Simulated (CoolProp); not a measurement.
R13 at 439.37 K and 3.36 MPa flows at 0.54 m/s in a round tube of 100 mm bore and 45 µm roughness, fully developed (64/Re and Nu = 3.66 if laminar; Colebrook and Gnielinski if turbulent). Each further row changes one setting.

The numbers come from the reference Helmholtz-energy equation of state, Platzer 1990 in CoolProp. This equation is an older, rougher fit.

| case | Reynolds number | Darcy friction factor | pressure drop (Pa/m) | heat-transfer coefficient (W/(m² K)) | mass flow (kg/h) |
|---|---|---|---|---|---|
| as stated | 259000 | 0.0181 | 2.74 | 119 | 1580 |
| velocity 1.08 m/s | 519000 | 0.0173 | 10.5 | 228 | 3170 |
| diameter 200 mm | 519000 | 0.0156 | 1.18 | 102 | 6340 |

Viscosity comes from a separate model (Huber 2003), an estimate that may be off by 10 % or more. Thermal conductivity comes from a separate model (Huber 2003), an estimate that may be off by 10 % or more.
